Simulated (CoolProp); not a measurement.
The fluid at 293.15 K and 8.37 MPa (liquid) is heated at constant pressure to 491.6 K. The same conditions are run with several fluids, on thermodynamics alone (safety and materials aside).

Model: reference Helmholtz-energy equation of state of each fluid (ammonia: Gao 2020; isobutane: Bücker 2006; R114: Platzer 1990), in CoolProp. The equations of Platzer and Polt are older, rougher fits.

Problem. Rank ammonia, isobutane, R114 by heat (kJ/kg), highest first.

Solution. ammonia (1560), isobutane (619), R114 (226)

```csv
fluid,final phase,final density (kg/m³)
ammonia,gas,40.7
isobutane,supercritical,207
R114,supercritical,656
```
